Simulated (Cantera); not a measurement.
Feed: 1 mol TiCl4, 7.5 mol N2, held at 13.3 mbar.

These are equilibrium values from Cantera (NASA tables, ideal gas, pure condensed phases), not measurements of a reactor. Candidate condensed phases: Ti, TiCl2, TiCl3, TiCl4, TiN; 9 gas species. Kinetics and transport are ignored.

x: gas mole fraction; nothing condenses.

| T (K) | x N2 | x TiCl4 | x TiCl3 | x Cl | x Cl2 | x TiCl2 |
|---|---|---|---|---|---|---|
| 825 | 0.882 | 0.118 | 1.58e-7 | 3.53e-8 | 6.15e-8 | <1e-12 |
| 875 | 0.882 | 0.118 | (withheld) | (withheld) | (withheld) | <1e-12 |
| 925 | 0.882 | 0.118 | 1.79e-6 | 7.28e-7 | 5.29e-7 | <1e-12 |
| 975 | 0.882 | 0.118 | 5.08e-6 | 2.57e-6 | 1.26e-6 | <1e-12 |
| 1025 | 0.882 | 0.118 | 1.32e-5 | 7.91e-6 | 2.66e-6 | <1e-12 |
| 1075 | 0.882 | 0.118 | 3.19e-5 | 2.17e-5 | 5.13e-6 | 1.44e-12 |
| 1125 | 0.882 | 0.118 | 7.19e-5 | 5.37e-5 | 9.13e-6 | 1.08e-11 |
| 1175 | 0.882 | 0.117 | 0.000152 | 0.000122 | 1.52e-5 | 6.90e-11 |
| 1225 | 0.882 | 0.117 | (withheld) | (withheld) | (withheld) | 3.84e-10 |
| 1275 | 0.882 | 0.117 | 0.000583 | 0.000512 | 3.57e-5 | 1.89e-9 |
| 1325 | 0.881 | 0.116 | 0.00106 | 0.000959 | 5.14e-5 | 8.29e-9 |
| 1375 | 0.881 | 0.116 | 0.00185 | 0.00171 | 7.14e-5 | 3.29e-8 |
| 1425 | 0.880 | 0.114 | 0.00311 | 0.00291 | 9.59e-5 | 1.19e-7 |

Problem. What belongs in the gaps?

Solution. 
- 875, x TiCl3: 5.66e-7
- 875, x Cl: 1.76e-7
- 875, x Cl2: 1.95e-7
- 1225, x TiCl3: 0.000306
- 1225, x Cl: 0.000258
- 1225, x Cl2: 2.38e-5
